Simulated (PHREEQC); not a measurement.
A solution holds 0.0025 mol/kgw FeSO4 and 0.00026 mol/kgw KCl, at 25 °C. Closed to the air; pH follows from the charge balance.

All values are PHREEQC results (ion-association model, wateq4f.dat), not measurements.

The pH comes out as 6.19 and the ionic strength comes out as 0.00875 mol/kgw.

```csv
species,molality,activity,log γ
Fe+2,0.00212,0.00146,-0.161
SO4-2,0.00212,0.00145,-0.166
FeSO4,0.000376,0.000377,0.001
Cl-,0.000260,0.000235,-0.043
K+,0.000257,0.000233,-0.043
KSO4-,2.61e-6,2.37e-6,-0.041
FeOH+,7.89e-7,7.17e-7,-0.041
H+,7.04e-7,6.46e-7,-0.037
```

No solid was allowed to form.
